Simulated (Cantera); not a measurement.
Feed: 1 mol Cu2O, 1900 mol H2, 0.38 mol H2O, held at 1323.15 K and 1 atm.

Method: chemical equilibrium by Gibbs-energy minimisation in Cantera with the NASA 1993 tables (ideal gas, pure condensed phases). Candidate condensed phases: Cu, CuO, Cu(OH)2, Cu2O, H2O; 12 gas species. Kinetics and transport are ignored.

Base state: H2 0.999, H2O 0.000726 (mole fractions); condensed: Cu(s).

Question: What changes in the equilibrium state with this change: Cu2O replaced by TiO2?

Answer: 
```
species          before     after
-------------  --------  --------
H2                0.999     1.000
H2O            0.000726  0.000375
Cu(s), mol         2.00         0
Ti3O5(s), mol         0     0.333
```
Further candidate phases: Ti, TiO, TiO2, Ti2O3, Ti3O5, Ti4O7.

Question: What changes in the equilibrium state with this change: temperature from 1323.15 K to 1948.15 K?

Answer: 
```
species       before     after
----------  --------  --------
H2             0.999     0.997
H            1.58e-6   0.00112
Cu           2.66e-7   0.00105
H2O         0.000726  0.000725
Cu(s), mol      2.00         0
```
